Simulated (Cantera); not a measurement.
A perfectly stirred reactor is fed with 22.7 % NH₃, 77.3 % N₂, at 5000 Pa; it is held at 1650 K, and followed from long to short residence time.

Model: the gas-phase N/H chemistry of the illustrative SiF4/NH3 mechanism in the Surface Chemkin manual (1991), integrated in Cantera. Walls and surfaces, which speed up NH3 decomposition in real reactors, are not modelled.

Q: Predict: x(NH₃) at τ = 3.50 s; x(NH) at τ = 3.50 s; x(NH₂) at τ = 3.50 s; x(N₂) at τ = 3.50 s; x(H) at τ = 3.50 s; x(NH₃) at τ = 82.0 ms; x(NH) at τ = 82.0 ms; x(NH₂) at τ = 82.0 ms; x(N₂) at τ = 82.0 ms; x(H) at τ = 82.0 ms.

A: x(NH₃) at τ = 3.50 s: 0.192
x(NH) at τ = 3.50 s: 1.08e-6
x(NH₂) at τ = 3.50 s: 0.000101
x(N₂) at τ = 3.50 s: 0.765
x(H) at τ = 3.50 s: 9.30e-6
x(NH₃) at τ = 82.0 ms: 0.227
x(NH) at τ = 82.0 ms: 4.20e-7
x(NH₂) at τ = 82.0 ms: 0.000107
x(N₂) at τ = 82.0 ms: 0.773
x(H) at τ = 82.0 ms: 2.18e-7
